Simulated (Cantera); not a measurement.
Equilibrium for boron, boron nitride and boron oxide: B2H6 + N2

Charge: 1 mol B2H6, a varied amount of N2, equilibrated at 1852 °C and 1.33 mbar.

Equilibrium computed with Cantera from the NASA thermochemical tables; the gas is ideal and each condensed phase is pure. Candidate condensed phases: B, BN; 15 gas species. The feed counts by its element totals alone. Mutual solubility and eutectic melting of coexisting phases are not modelled. The tables' values for BH2 are old estimates; treat these amounts as uncertain. The numbers say what is thermodynamically allowed, not how fast it happens.

| n(N2) (mol) | x N2 | x H2 | x H | x B | x BH2 | x BH | x BN | x BH3 | n B(s) | n BN(s) |
|---|---|---|---|---|---|---|---|---|---|---|
| 2 | 0.385 | 0.541 | 0.0731 | 0.000707 | 0.000497 | 2.82e-5 | 1.29e-5 | 7.05e-7 | 1.99 | 0 |
| 2.3 | 0.418 | 0.510 | 0.0710 | 0.000707 | 0.000468 | 2.74e-5 | 1.34e-5 | 6.45e-7 | 1.99 | 0 |
| 2.7 | 0.457 | 0.473 | 0.0684 | 0.000707 | 0.000435 | 2.64e-5 | 1.41e-5 | 5.77e-7 | 1.99 | 0 |
| 3.1 | 0.491 | 0.442 | 0.0661 | 0.000707 | 0.000406 | 2.55e-5 | 1.46e-5 | 5.20e-7 | 1.99 | 0 |
| 3.7 | 0.511 | 0.424 | 0.0647 | 0.000707 | 0.000389 | 2.50e-5 | 1.49e-5 | 4.89e-7 | 1.31 | 0.685 |
| 4.3 | 0.511 | 0.424 | 0.0647 | 0.000707 | 0.000389 | 2.50e-5 | 1.49e-5 | 4.89e-7 | 0.107 | 1.89 |
| 5 | 0.554 | 0.384 | 0.0616 | 0.000679 | 0.000338 | 2.28e-5 | 1.49e-5 | 4.05e-7 | 0 | 1.99 |
| 5.8 | 0.597 | 0.344 | 0.0583 | 0.000654 | 0.000292 | 2.08e-5 | 1.49e-5 | 3.30e-7 | 0 | 1.99 |
| 6.7 | 0.637 | 0.307 | 0.0551 | 0.000633 | 0.000253 | 1.90e-5 | 1.49e-5 | 2.70e-7 | 0 | 1.99 |
| 7.8 | 0.676 | 0.272 | 0.0518 | 0.000615 | 0.000217 | 1.74e-5 | 1.49e-5 | 2.18e-7 | 0 | 1.99 |
| 9.1 | 0.712 | 0.239 | 0.0486 | 0.000599 | 0.000186 | 1.59e-5 | 1.49e-5 | 1.75e-7 | 0 | 1.99 |
| 11 | 0.752 | 0.203 | 0.0448 | 0.000583 | 0.000154 | 1.42e-5 | 1.49e-5 | 1.33e-7 | 0 | 1.99 |
x: gas mole fraction; n: condensed amount in mol.

From 2 mol N2 to 3.1 mol N2 the condensed part is B(s). From 3.7 mol N2 to 4.3 mol N2 the condensed part is B(s) + BN(s). From 5 mol N2 to 11 mol N2 the condensed part is BN(s). The main B-bearing gas is B throughout.
